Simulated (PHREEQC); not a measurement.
A made-up water analysis in mg/L, 25 °C, pH 6.76, pe 12: Na 8.18; K 1.64; Ca 1.78; Mg 3.99; Cl 6; S(6) as SO4 12.8; Alkalinity as HCO3 21.7; Cd 0.018; Li 0.172; F 0.00286; Zn 0.156.

Valence states are taken as typed.

Model: ion-association model, phreeqc.dat, run in PHREEQC.

Precipitation was switched off in this run.

Question: Predict the charge-balance error.

Answer: charge-balance error 3.3 %.

Question: In which forms is C present?

Answer: HCO3- 73 %, CO2 27 % of the C.

Species that the database lacks are ignored.
